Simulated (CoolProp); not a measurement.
A single-stage vapour-compression cycle with sulfur hexafluoride: evaporating at 246.15 K (dew point), condensing at 297.15 K (bubble point), superheat 2 K, subcooling 8 K, compressor efficiency 0.7, no pressure losses. Each further row changes one setting.

Computed with CoolProp (reference Helmholtz-energy equation of state, Guder 2009).

| case | cooling COP | pressure ratio | discharge temperature (K) | refrigerating effect (kJ/kg) | volumetric capacity (kJ/m³) |
|---|---|---|---|---|---|
| as stated | 2.35 | 4.23 | 307.6 | 58.4 | 2580 |
| evaporating temperature 251.15 K | 2.76 | 3.57 | 306.6 | 60.4 | 3150 |
| condensing temperature 292.15 K | 2.78 | 3.75 | 302.1 | 63.9 | 2820 |
| subcooling 13 K | 2.57 | 4.23 | 307.6 | 64.0 | 2830 |
| superheat 12 K | 2.43 | 4.23 | 316.7 | 64.8 | 2700 |
| compressor efficiency 0.6 | 2.01 | 4.23 | 312.1 | 58.4 | 2580 |
